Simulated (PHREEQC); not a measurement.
# Spent oxide etchant (model solution)

Solution (25 °C): 0.0012 mol HF, 0.0013 mol H2SiF6 and 0.02 mol HCl per kg of water. Closed to the air; pH follows from the charge balance.

All values are PHREEQC results (ion-association model, wateq4f.dat), not measurements.

```yaml
pH: 1.71
ionic_strength: 0.0227 mol/kgw
total_alkalinity: -29.0 meq/kg
```

```tsv
species	molality	activity	log γ
H+	0.0218	0.0193	-0.053
Cl-	0.0200	0.0172	-0.065
HF	0.00375	0.00377	0.002
SiF6-2	0.000837	0.000475	-0.246
H4SiO4	0.000463	0.000465	0.002
F-	0.000151	0.000130	-0.065
H2F2	3.68e-5	3.70e-5	0.002
HF2-	2.18e-6	1.88e-6	-0.065
```

Precipitation was switched off in this run. Saturation is exceeded, for instance for Quartz (slow to form), Chalcedony (slow to form); the values hold only as long as no solid forms. SiF6-2 is the database's only silicon fluoride.
